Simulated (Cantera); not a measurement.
A Cantera script and what it prints.

```python
import numpy as np
import cantera as ct

gas_names = """
    H HNO HNO2 HNO3 HO2 H2 H2O H2O2 N NH NH2 NH3 NH2OH NO NO2 NO3 N2 N2H2 N2H4 N2O O OH O2 O3
""".split()
cond_names = """
    H2O(s) H2O(L)
""".split()


def load(file, names, dense=False):
    # The tables refer to 1 bar. Condensed volumes are neglected.
    table = {s.name: s for s in ct.Species.list_from_file(file)}
    out = []
    for n in names:
        d = dict(table[n].input_data)
        d["thermo"] = dict(d["thermo"], **{"reference-pressure": 1e5})
        if dense:
            d["equation-of-state"] = {"model": "constant-volume", "density": "1e6 g/cm^3"}
        out.append(ct.Species.from_dict(d))
    return out


gas = ct.Solution(thermo="ideal-gas", species=load("nasa_gas.yaml", gas_names))
cond = {s.name: ct.Solution(thermo="fixed-stoichiometry", species=[s], name=s.name)
        for s in load("nasa_condensed.yaml", cond_names, dense=True)}
atoms = {
    'N2O': {'N': 2, 'O': 1},
    'O2': {'O': 2},
    'H2': {'H': 2},
}
top_T = {}  # K; cautious upper limits of use, not melting points


def equilibrate(T, P, feed):
    n = {}
    for name, mol in feed.items():
        for a, k in atoms[name].items():
            n[a] = n.get(a, 0.0) + k * mol
    gas.TPX = T, P, n
    mass = sum(n.values()) * gas.mean_molecular_weight
    gas.equilibrate("TP")
    valid = [c for c in cond.values() if c.min_temp <= T <= top_T.get(c.name, c.max_temp)]
    mix = ct.Mixture([(gas, mass / gas.mean_molecular_weight)] + [(c, 0.0) for c in valid])
    mix.T, mix.P = T, P
    mix.equilibrate("TP", solver="vcs", rtol=1e-11, max_steps=5000)
    return mix


results = []
feed = {'N2O': 1, 'O2': 0.06, 'H2': 0.14}  # mol
P = 10000  # Pa
for T in [1848, 1923, 1998, 2073, 2148, 2223, 2298, 2373, 2448, 2523, 2598, 2673]:
    mix = equilibrate(T, P, feed)
    results.append((T, P, feed, dict(zip(mix.species_names, mix.species_moles))))

top = {s: max(r[3][s] / sum(r[3][g] for g in gas_names) for r in results) for s in gas_names}
cols = sorted((s for s in top if top[s] > 1e-06), key=lambda s: -top[s])[:6]
seen = [c for c in cond_names if any(r[3].get(c, 0) > 1e-12 for r in results)]
print("log10 of partial pressures in bar; condensed amounts in mol")
print(f"{'T/K':>10s}" + "".join(f"{s[:9]:>10s}" for s in cols + seen))
for T, P, feed, n in results:
    ng = sum(n[g] for g in gas_names)
    print(f"{T:10.4g}" + "".join(f"{np.log10(max(n[s] / ng * P / 1e5, 1e-99)):10.3f}" for s in cols)
          + "".join(f"{n.get(c, 0):10.4g}" for c in seen))
```

Result:

```
log10 of partial pressures in bar; condensed amounts in mol
       T/K        N2        O2       H2O         O        OH        NO
      1848    -1.214    -1.527    -2.071    -4.486    -3.786    -3.292
      1923    -1.215    -1.528    -2.073    -4.206    -3.608    -3.192
      1998    -1.216    -1.530    -2.077    -3.946    -3.445    -3.101
      2073    -1.217    -1.533    -2.082    -3.706    -3.294    -3.016
      2148    -1.218    -1.537    -2.089    -3.483    -3.155    -2.938
      2223    -1.220    -1.541    -2.098    -3.276    -3.028    -2.866
      2298    -1.222    -1.547    -2.110    -3.083    -2.910    -2.800
      2373    -1.224    -1.555    -2.126    -2.903    -2.804    -2.739
      2448    -1.227    -1.564    -2.147    -2.735    -2.707    -2.684
      2523    -1.231    -1.577    -2.175    -2.578    -2.621    -2.634
      2598    -1.236    -1.592    -2.210    -2.433    -2.546    -2.590
      2673    -1.242    -1.611    -2.256    -2.298    -2.482    -2.551
```

Method: chemical equilibrium by Gibbs-energy minimisation in Cantera with the NASA 1993 tables (ideal gas, pure condensed phases).
